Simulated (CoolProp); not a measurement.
Properties of C3F8 (R218) along the isotherm 79.25 °C.

The numbers come from the reference Helmholtz-energy equation of state, Lemmon 2006 in CoolProp. It is a short technical equation, of lower accuracy than the large ones.

| p (kPa) | phase | Z | isothermal compressibility (1/MPa) | Prandtl number |
|---|---|---|---|---|
| 41.7 | gas | 0.9952 | 24.10 | 0.757 |
| 67.4 | gas | 0.9922 | 14.95 | 0.757 |
| 109 | gas | 0.9874 | 9.293 | 0.758 |
| 176 | gas | 0.9795 | 5.803 | 0.760 |
| 284 | gas | 0.9665 | 3.647 | 0.763 |
| 459 | gas | 0.9448 | [?] | 0.769 |
| 742 | gas | 0.9078 | 1.497 | 0.782 |
| 1200 | gas | 0.8416 | [?] | 0.812 |
| 1940 | gas | 0.7104 | 0.8058 | 0.912 |
| 3130 | supercritical | 0.2910 | 1.441 | 4.84 |
| 5060 | supercritical | 0.3138 | [?] | [?] |
| 8170 | supercritical | 0.4566 | 0.02184 | 3.30 |
| 13200 | supercritical | 0.6828 | 0.01129 | 3.54 |

**Question.** Complete the blanks.

**Answer.** 
- 459, isothermal compressibility (1/MPa): 2.312
- 1200, isothermal compressibility (1/MPa): 1.017
- 5060, isothermal compressibility (1/MPa): 0.05530
- 5060, Prandtl number: 3.16

Viscosity comes from a separate model (Huber 2003), an estimate that may be off by 10 % or more. Thermal conductivity comes from a separate model (Huber 2003), an estimate that may be off by 10 % or more.
